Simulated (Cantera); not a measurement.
**Formation from one mole of Cl₂**

Standard-state values (1 bar) from the NASA 1993 polynomials, evaluated with Cantera. Values are per mole of reaction as written; species without (g) are pure solids or liquids, kept so even where they would boil at 1 bar.

0.5 Si + Cl₂(g) ⇌ 0.5 SiCl₄(g)

| T (K) | ΔH° (kJ) | ΔS° (J/K) | ΔG° (kJ) | log10 K |
|---|---|---|---|---|
| 948 | -329.9 | -64.5 | -268.8 | 14.81 |
| 1148 | -329.4 | -64.1 | -255.9 | 11.64 |
| 1348 | -329.0 | -63.7 | -243.1 | 9.42 |
| 1548 | -328.7 | -63.5 | -230.4 | 7.77 |

2 Li + Cl₂(g) ⇌ 2 LiCl(g)

```tsv
T (K)	ΔH° (kJ)	ΔS° (J/K)	ΔG° (kJ)	log10 K
948	-411.6	106.3	-512.4	28.23
1148	-415.6	102.5	-533.2	24.26
1348	-419.5	99.3	-553.4	21.44
1548	-423.6	96.5	-573.0	19.33
```

Mg + Cl₂(g) ⇌ MgCl₂(g)

```
T (K)  ΔH° (kJ)  ΔS° (J/K)  ΔG° (kJ)  log10 K
-----  --------  ---------  --------  -------
948      -403.9        7.7    -411.2    22.65
1148     -405.8        5.8    -412.5    18.77
1348     -407.8        4.2    -413.5    16.02
1548     -409.8        2.9    -414.2    13.98
```
